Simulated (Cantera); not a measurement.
Input: 1 mol AlN, 0.05 mol C, 0.23 mol N2, at 2248 K and 3.20 mbar.

Method: chemical equilibrium by Gibbs-energy minimisation in Cantera with the NASA 1993 tables (ideal gas, pure condensed phases). Candidate condensed phases: Al, AlN, C; 16 gas species. Rates play no part.

Base state: Al 0.578, N2 0.422, CN 0.000115, Al2 0.000103 (mole fractions); condensed: C(graphite).

Q: What changes in the equilibrium state with this change: pressure from 3.20 mbar to 0.450 bar?

A: 
```csv
species,before,after
N2,0.422,0.996
Al,0.578,0.00443
CN,0.000115,1.49e-5
Al2,0.000103,8.53e-7
C2N2,6.09e-6,1.44e-5
"C(graphite), mol",0.0498,0.0500
"AlN(s), mol",0,0.999
```
